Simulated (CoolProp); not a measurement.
The numbers come from the reference Helmholtz-energy equation of state, Smukala 2000 in CoolProp.

Task: Give the vapour pressure (MPa), vapour density (kg/m³), enthalpy of vaporisation (kJ/kg), liquid cp (kJ/(kg K)) of saturated ethylene at 158.8, 188.6, 206.5 K.

Result: 
| T (K) | p (MPa) | vapour density (kg/m³) | enthalpy of vaporisation (kJ/kg) | liquid cp (kJ/(kg K)) |
|---|---|---|---|---|
| 158.8 | 0.0519 | 1.12 | 497 | 2.41 |
| 188.6 | 0.277 | 5.31 | 453 | 2.47 |
| 206.5 | 0.589 | 10.9 | 420 | 2.57 |
